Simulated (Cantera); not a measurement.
What does this Cantera script print?

```python
import numpy as np
import cantera as ct

gas_names = """
    C CH CH2 CH3 CH2OH CH3O CH4 CH3OH CO CO2 COOH C2 C2H CHCO,ketyl C2H2,acetylene C2H2,vinylidene
    CH2CO,ketene C2H3,vinyl CH3CO,acetyl C2H4 C2H4O,ethylen CH3CHO,ethanal CH3COOH (HCOOH)2 C2H5 C2H6
    CH3OCH3 C2H5OH C2O C3 C3H3,propargyl C3H4,allene C3H4,propyne C3H4,cyclo- C3H5,allyl C3H6,propylene
    C3H6,cyclo- C3H6O C3H7,n-propyl C3H7,i-propyl C3H8 C3H8O,1propanol C3H8O,2propanol C3O2 C4 C4H2
    C4H4,1,3-cyclo- C4H6,butadiene C4H6,2-butyne C4H6,cyclo- C4H8,1-butene C4H8,cis2-buten
    C4H8,tr2-butene C4H8,isobutene C4H8,cyclo- (CH3COOH)2 C4H9,n-butyl C4H9,i-butyl C4H9,s-butyl
    C4H9,t-butyl C4H10,isobutane C4H10,n-butane C5 C5H6,1,3cyclo- C5H8,cyclo- C5H10,1-pentene
    C5H10,cyclo- C5H11,pentyl C5H11,t-pentyl C5H12,n-pentane C5H12,i-pentane CH3C(CH3)2CH3 C6H2
    C6H5,phenyl C6H5O,phenoxy C6H6 C6H5OH,phenol C6H10,cyclo- C6H12,1-hexene C6H12,cyclo- C6H13,n-hexyl
    C7H7,benzyl C7H8 C7H8O,cresol C7H14,1-heptene C7H15,n-heptyl C7H16,n-heptane C8H8,styrene
    C8H10,ethylbenz C8H16,1-octene C8H17,n-octyl C8H18,isooctane C8H18,n-octane C9H19,n-nonyl
    C10H8,naphthale C10H21,n-decyl C12H9,o-bipheny C12H10,bipheny H HCO HO2 H2 HCHO,formaldehy HCOOH H2O
    H2O2 O OH O2 O3 Pb PbO Pb2
""".split()
cond_names = """
    C(gr) C6H6(L) C7H8(L) C8H18(L),n-octa H2O(s) H2O(L) Pb(cr) Pb(L) PbO(rd) PbO(yw) PbO(L) PbO2(s)
    Pb3O4(s)
""".split()


def load(file, names, dense=False):
    # The tables refer to 1 bar. Condensed volumes are neglected.
    table = {s.name: s for s in ct.Species.list_from_file(file)}
    out = []
    for n in names:
        d = dict(table[n].input_data)
        d["thermo"] = dict(d["thermo"], **{"reference-pressure": 1e5})
        if dense:
            d["equation-of-state"] = {"model": "constant-volume", "density": "1e6 g/cm^3"}
        out.append(ct.Species.from_dict(d))
    return out


gas = ct.Solution(thermo="ideal-gas", species=load("nasa_gas.yaml", gas_names))
cond = {s.name: ct.Solution(thermo="fixed-stoichiometry", species=[s], name=s.name)
        for s in load("nasa_condensed.yaml", cond_names, dense=True)}
atoms = {
    'PbO': {'Pb': 1, 'O': 1},
    'CH4': {'C': 1, 'H': 4},
    'CO': {'C': 1, 'O': 1},
}
top_T = {'C(gr)': 4500, 'Pb3O4(s)': 820}  # K; cautious upper limits of use, not melting points


def equilibrate(T, P, feed):
    n = {}
    for name, mol in feed.items():
        for a, k in atoms[name].items():
            n[a] = n.get(a, 0.0) + k * mol
    gas.TPX = T, P, n
    mass = sum(n.values()) * gas.mean_molecular_weight
    gas.equilibrate("TP")
    valid = [c for c in cond.values() if c.min_temp <= T <= top_T.get(c.name, c.max_temp)]
    mix = ct.Mixture([(gas, mass / gas.mean_molecular_weight)] + [(c, 0.0) for c in valid])
    mix.T, mix.P = T, P
    mix.equilibrate("TP", solver="vcs", rtol=1e-11, max_steps=5000)
    return mix


results = []
feed = {'PbO': 1, 'CH4': 0.55, 'CO': 1.1}  # mol
P = 1000  # Pa
for T in [1200, 1300, 1400, 1500, 1600, 1700, 1800, 1900, 2000, 2100, 2200, 2300, 2400]:
    mix = equilibrate(T, P, feed)
    results.append((T, P, feed, dict(zip(mix.species_names, mix.species_moles))))

top = {s: max(r[3][s] / sum(r[3][g] for g in gas_names) for r in results) for s in gas_names}
cols = sorted((s for s in top if top[s] > 0.0001), key=lambda s: -top[s])[:7]
seen = [c for c in cond_names if any(r[3].get(c, 0) > 1e-12 for r in results)]
print("log10 of partial pressures in bar; condensed amounts in mol")
print(f"{'T/K':>10s}" + "".join(f"{s[:9]:>10s}" for s in cols + seen))
for T, P, feed, n in results:
    ng = sum(n[g] for g in gas_names)
    print(f"{T:10.4g}" + "".join(f"{np.log10(max(n[s] / ng * P / 1e5, 1e-99)):10.3f}" for s in cols)
          + "".join(f"{n.get(c, 0):10.4g}" for c in seen))
```

It prints:

```
log10 of partial pressures in bar; condensed amounts in mol
       T/K        CO        H2        Pb       H2O       CO2         H        OH     Pb(L)
      1200    -2.319    -2.518    -3.192    -3.148    -3.086    -7.964   -10.691     0.811
      1300    -2.415    -2.633    -2.581    -3.205    -3.234    -7.273    -9.729    0.0213
      1400    -2.412    -2.645    -2.574    -3.173    -3.277    -6.636    -8.865         0
      1500    -2.407    -2.654    -2.574    -3.147    -3.313    -6.081    -8.118         0
      1600    -2.404    -2.661    -2.574    -3.126    -3.346    -5.595    -7.467         0
      1700    -2.400    -2.667    -2.574    -3.109    -3.376    -5.165    -6.894         0
      1800    -2.398    -2.673    -2.575    -3.096    -3.403    -4.783    -6.386         0
      1900    -2.396    -2.680    -2.575    -3.087    -3.427    -4.440    -5.933         0
      2000    -2.395    -2.688    -2.577    -3.080    -3.449    -4.133    -5.526         0
      2100    -2.395    -2.698    -2.578    -3.078    -3.468    -3.856    -5.159         0
      2200    -2.396    -2.714    -2.581    -3.081    -3.486    -3.606    -4.828         0
      2300    -2.399    -2.736    -2.586    -3.092    -3.503    -3.382    -4.530         0
      2400    -2.405    -2.769    -2.593    -3.116    -3.524    -3.183    -4.266         0
```

Cantera equilibrium calculation (NASA polynomials, part measured and part estimated; ideal gas, pure solids and liquids).
